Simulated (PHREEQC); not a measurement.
Consider water at 48 °C with 1 mol/kgw KHCO3 and 0.11 mol/kgw Na2CO3. Closed to the air; pH follows from the charge balance.

The numbers come from PHREEQC with the Pitzer model, pitzer.dat.

No solid was allowed to form.

Task: Order these C species by the share of C that they hold, largest first: CO2, HCO3-, CO3-2.

Result: HCO3- (90 %), CO3-2 (10 %), CO2 (0.27 %)

The pH is 8.47 and the ionic strength 1.33 mol/kgw. In brines, pH and single-ion activities rest on the MacInnes convention. Away from 25 °C the constants follow the database's enthalpies or fits; those with neither stay at their 25 °C values.
